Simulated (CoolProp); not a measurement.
Vapour-liquid equilibrium of R125 (1) + isobutane (2) at 5.79 bar; x and y are mole fractions of (1).

Values from CoolProp's multi-fluid Helmholtz-energy mixture model, Lemmon 2005 and Bücker 2006; pair parameters Bell 2016.

```
x     bubble temperature (K)  y at the bubble point  dew temperature at overall composition x (K)  liquid density (mol/L)
----  ----------------------  ---------------------  --------------------------------------------  ----------------------
0.05                   304.2                  0.282                                           [?]                   9.335
0.2                    283.5                  0.643                                         308.0                   9.820
0.35                   275.5                  0.751                                         300.9                   10.06
0.5                    272.1                  0.797                                         292.7                   10.23
0.65                   270.4                  0.829                                         283.0                   10.41
0.8                    269.1                  0.868                                         272.0                     [?]
0.95                   268.4                  0.949                                         268.4                     [?]
```

Task: Fill in the missing entries.

Result: 
- 0.05, dew temperature at overall composition x (K): 314.4
- 0.8, liquid density (mol/L): 10.67
- 0.95, liquid density (mol/L): 11.03

y crosses x between x = 0.8 and 0.95: the model has an azeotrope there.

Pair parameters are fitted to limited data, so mixtures are less certain than the pure fluids. With so large a gap from Raoult's law the liquid may split in two, which this calculation doesn't test in full.
